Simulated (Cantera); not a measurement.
Thermodynamics of aluminium nitride and oxide growth, feed AlI3 + N2O + N2 + O2

Charge: 1 mol AlI3, 30 mol N2O, 75 mol N2, 4.8 mol O2, at 46.0 Pa.

Cantera equilibrium calculation (NASA polynomials, part measured and part estimated; ideal gas, pure solids and liquids). Candidate condensed phases: Al, AlI3, AlN, Al2O3, I2; 21 gas species. The numbers say what is thermodynamically allowed, not how fast it happens.

From 673 K to 1973 K the condensed part is Al2O3(s).

```csv
T (K),x N2,x O2,x I,x I2,n Al2O3(s)
673,0.835,0.152,0.00301,0.0104,0.500
773,0.831,0.151,0.0128,0.00549,0.500
873,0.827,0.150,0.0216,0.00102,0.500
973,0.827,0.150,0.0233,0.000136,0.500
1073,0.826,0.150,0.0236,2.35e-5,0.500
1173,0.826,0.150,0.0236,5.40e-6,0.500
1273,0.826,0.150,0.0236,1.56e-6,0.500
1373,0.826,0.150,0.0236,5.36e-7,0.500
1473,0.826,0.149,0.0236,2.13e-7,0.500
1573,0.826,0.149,0.0236,9.50e-8,0.500
1673,0.825,0.148,0.0236,4.66e-8,0.500
1773,0.824,0.147,0.0236,2.47e-8,0.500
1873,0.822,0.145,0.0236,1.40e-8,0.500
1973,0.820,0.141,0.0235,8.38e-9,0.500
```
x: gas mole fraction; n: condensed amount in mol.
